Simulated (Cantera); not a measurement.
Input: 1 mol Al, 28 mol O2, 30 mol H2, at 1998.15 K and 133 Pa.

These are equilibrium values from Cantera (NASA tables, ideal gas, pure condensed phases), not measurements of a reactor. Candidate condensed phases: Al, Al2O3, H2O; 19 gas species. Rates play no part.

Question: What is the equilibrium state?

Answer: 
```
Property                              Value
--------------------------------  ---------
x(H2O)                                0.669
x(O2)                                 0.278
x(OH)                                0.0294
x(H2)                               0.00988
x(O)                                0.00952
x(H)                                0.00437
x(AlO2H)                            6.24e-6
x(HO2)                              1.72e-6
n(Al2O3(s))                       0.500 mol
gas amount                        43.13 mol
log10 activity of Al(l) (absent)     -10.94
```
